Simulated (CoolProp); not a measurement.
Saturation properties of ethanol.

Values from CoolProp's reference Helmholtz-energy equation of state, Schroeder 2014.

| T (K) | p (bar) | vapour density (kg/m³) |
|---|---|---|
| 358.8 | 1.339 | 2.151 |
| 369.9 | 2.003 | 3.161 |
| 380.9 | 2.906 | 4.520 |
| 391.9 | 4.114 | 6.328 |
| 402.9 | 5.693 | 8.695 |
| 413.9 | 7.719 | 11.75 |
| 424.9 | 10.27 | 15.66 |
| 436 | 13.46 | 20.66 |
| 447 | 17.32 | 26.92 |

It boils at 351.6 K under 1 atm.
